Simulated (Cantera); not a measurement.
# Si2Cl6 + Cl2 + N2 (silicon epitaxy and polysilicon growth)

A closed system holds: 1 mol Si2Cl6, 0.0064 mol Cl2, 180 mol N2, held at 1273 K and 750 Torr.

Cantera equilibrium calculation (NASA polynomials, part measured and part estimated; ideal gas, pure solids and liquids). Candidate condensed phases: Si, Si3N4; 13 gas species. The feed counts by its element totals alone. N2 is the only nitrogen source here; it is nearly inert below about 1500 K, so the nitride shown seldom forms there in practice. The tables' values for SiCl3 are old estimates; treat these amounts as uncertain. Kinetics and transport are ignored.

```yaml
x(N2): 0.992
x(SiCl4): 0.00815
x(SiCl3): 0.000177
x(SiCl2): 2.51e-5
n(Si3N4(s)): 0.162 mol
gas_amount: 181.2 mol
log10 activity of Si(s) (absent): -4.41
```
